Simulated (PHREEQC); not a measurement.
Dissolve 95 mmol/kgw HF, 0.73 mmol/kgw (NH4)2SiF6, 1.7 mmol/kgw H3BO3 and 0.051 mmol/kgw HCl at 15 °C. Closed to the air; pH follows from the charge balance.

Model: ion-association model, phreeqc.dat, run in PHREEQC.

This is a speciation only: nothing precipitates in the calculation.

What pH, ionic strength does the model give?

pH 2.01; ionic strength 0.0130 mol/kgw.

In which forms is F present?

HF 78 %, F- 7.1 %, BF4- 6.8 %, SiF6-2 4.4 %, HF2- 3.9 % of the F.

SiF6-2 is the database's only silicon fluoride. Real BF4- forms and hydrolyses slowly; the run takes it at equilibrium.
